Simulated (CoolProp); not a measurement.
Vapour-liquid equilibrium of ethylbenzene (1) + o-xylene (2) at 167.85 °C; x and y are mole fractions of (1).

Values from CoolProp's multi-fluid Helmholtz-energy mixture model, Zhou 2012 and Zhou 2012; pair parameters Bell 2016.

| x | bubble pressure, mixture model (MPa) | bubble pressure, Raoult's law (MPa) | y, mixture model | y, Raoult's law |
|---|---|---|---|---|
| 0.05 | 0.1835 | 0.1835 | 0.060 | 0.060 |
| 0.15 | (withheld) | 0.1875 | 0.176 | 0.177 |
| 0.25 | (withheld) | 0.1914 | (withheld) | 0.289 |
| 0.35 | (withheld) | 0.1954 | 0.396 | 0.396 |
| 0.45 | 0.2005 | 0.1993 | 0.499 | 0.499 |
| 0.55 | 0.2047 | 0.2033 | (withheld) | 0.598 |
| 0.65 | 0.2087 | 0.2072 | 0.690 | 0.693 |
| 0.75 | 0.2126 | 0.2112 | 0.781 | 0.785 |
| 0.85 | 0.2162 | 0.2151 | 0.869 | 0.873 |
| 0.95 | 0.2195 | 0.2191 | (withheld) | 0.959 |

Q: What belongs in the gaps?

A: 
- 0.15, bubble pressure, mixture model (MPa): 0.1876
- 0.25, bubble pressure, mixture model (MPa): 0.1919
- 0.25, y, mixture model: 0.288
- 0.35, bubble pressure, mixture model (MPa): 0.1962
- 0.55, y, mixture model: 0.597
- 0.95, y, mixture model: 0.956

The largest gap from Raoult's law is +0.7 % in bubble pressure, at x = 0.65. No azeotrope shows between x = 0.05 and 0.95.

The pair parameters rest on a limited set of measurements; away from them the model extrapolates.
